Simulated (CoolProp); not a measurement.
Model: reference Helmholtz-energy equation of state, Gao 2016, in CoolProp.

Problem. For sulfur dioxide, give the phase and the cp (kJ/(kg K)), isothermal compressibility (1/MPa) at 494.5 K and 3640 kPa.

Solution. 
- 494.5 K and 3640 kPa: gas; cp 0.853, isothermal compressibility 0.308
